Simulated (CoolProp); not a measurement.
Values from CoolProp's reference Helmholtz-energy equation of state, Thol 2015.

Question: For 1,2-dichloroethane, give the phase and the Z, cp (kJ/(kg K)), fugacity coefficient at 226.85 °C and 2.09 MPa.

Answer: 
- 226.85 °C and 2.09 MPa: gas; Z 0.744, cp 1.31, fugacity coefficient 0.799
